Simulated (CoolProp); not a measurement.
A simple Rankine cycle with R114: condensing at 325.15 K, boiler at 1.75 MPa, turbine inlet 398.9 K, turbine efficiency 0.9, pump efficiency 0.8, no recuperator. Each further row changes one setting.

Computed with CoolProp (reference Helmholtz-energy equation of state, Platzer 1990). This equation is an older, rougher fit; its heat capacities, sound speeds and derivatives of the liquid may be far off and weren't checked against measurements.

```csv
case,thermal efficiency (%),net work (kJ/kg),heat in (kJ/kg),turbine exit temperature (K),volume ratio over the turbine
as stated,10.6,16.9,159,358.5,4.17
turbine inlet 418.9 K,10.5,18.6,178,380.2,3.98
condensing temperature 317.15 K,11.9,19.9,168,353.2,5.19
boiler pressure 1.22 MPa,8.0,13.4,167,372.3,2.69
turbine efficiency 0.8,9.3,14.9,159,361.1,4.21
```
